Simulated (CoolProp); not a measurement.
The fluid at 479.9 K and 0.531 MPa flows at 1.1 m/s in a round tube of 6 mm bore and 45 µm roughness, fully developed (64/Re and Nu = 3.66 if laminar; Colebrook and Gnielinski if turbulent). The same conditions are run with several fluids, on thermodynamics alone (safety and materials aside).

Values from CoolProp's reference Helmholtz-energy equation of state of each fluid (ammonia: Gao 2020; carbon dioxide: Span 1996; benzene: Thol 2012; R507A: Lemmon 2003; R404A: Lemmon 2003). Blends and air are pseudo-pure fits.

**Question.** Rank ammonia, carbon dioxide, benzene, R507A, R404A by Reynolds number, highest first.

**Answer.** benzene (6110), R507A (4600), R404A (4500), carbon dioxide (1680), ammonia (884)

```json
[
 {"fluid": "ammonia", "Darcy friction factor": "0.0724", "pressure drop (Pa/m)": "16.7", "heat-transfer coefficient (W/(m² K))": "30.6", "mass flow (kg/h)": "0.256"},
 {"fluid": "carbon dioxide", "Darcy friction factor": "0.0381", "pressure drop (Pa/m)": "22.6", "heat-transfer coefficient (W/(m² K))": "19.2", "mass flow (kg/h)": "0.659"},
 {"fluid": "benzene", "Darcy friction factor": "0.0435", "pressure drop (Pa/m)": "48.8", "heat-transfer coefficient (W/(m² K))": "119", "mass flow (kg/h)": "1.25"},
 {"fluid": "R507A", "Darcy friction factor": "0.0457", "pressure drop (Pa/m)": "61.5", "heat-transfer coefficient (W/(m² K))": "86.3", "mass flow (kg/h)": "1.50"},
 {"fluid": "R404A", "Darcy friction factor": "0.0459", "pressure drop (Pa/m)": "61.0", "heat-transfer coefficient (W/(m² K))": "84.7", "mass flow (kg/h)": "1.48"}
]
```

Transport values come from each fluid's own correlations.
